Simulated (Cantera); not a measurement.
An isothermal, constant-pressure homogeneous reactor starts with 57.1 % NO, 42.9 % N2, at 1425 K and 1.00 bar.

Model: GRI-Mech 3.0 (53 species, 325 reactions), integrated in Cantera.

### Question
Predict: x(NO) at 300 s; x(NO2) at 300 s; x(N2) at 300 s; x(O2) at 300 s; x(N2O) at 300 s.

### Answer
* **x(NO) at 300 s**: 0.266 (gas-phase equilibrium 0.000927)
* **x(NO2) at 300 s**: 0.00154 (gas-phase equilibrium 7.34e-6)
* **x(N2) at 300 s**: 0.581 (gas-phase equilibrium 0.714)
* **x(O2) at 300 s**: 0.151 (gas-phase equilibrium 0.285)
* **x(N2O) at 300 s**: 2.20e-5 (gas-phase equilibrium 5.55e-8)
